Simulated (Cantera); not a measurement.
Feed: 1 mol Cu, 0.022 mol H2O, 0.54 mol CO, equilibrated at 1923 K and 0.000240 bar.

Method: chemical equilibrium by Gibbs-energy minimisation in Cantera with the NASA 1993 tables (ideal gas, pure condensed phases). Candidate condensed phases: C, C6H6, C7H8, C8H18, Cu, CuO, Cu(OH)2, Cu2O, H2O; 113 gas species. The numbers say what is thermodynamically allowed, not how fast it happens.

Base state: Cu 0.638, CO 0.332, CO2 0.0124, H2 0.00951, H 0.00593, H2O 0.00152, Cu2 0.000150, OH 8.18e-5 (mole fractions); condensed: gas only.

**Question.** What changes in the equilibrium state with this change: pressure from 0.000240 bar to 0.00240 bar?

**Answer.** 
```csv
species,before,after
Cu,0.638,0.637
CO,0.332,0.334
CO2,0.0124,0.0123
H,0.00593,0.00204
H2,0.00951,0.0113
Cu2,0.000150,0.00150
O,3.81e-5,3.76e-6
OH,8.18e-5,2.78e-5
H2O,0.00152,0.00178
```
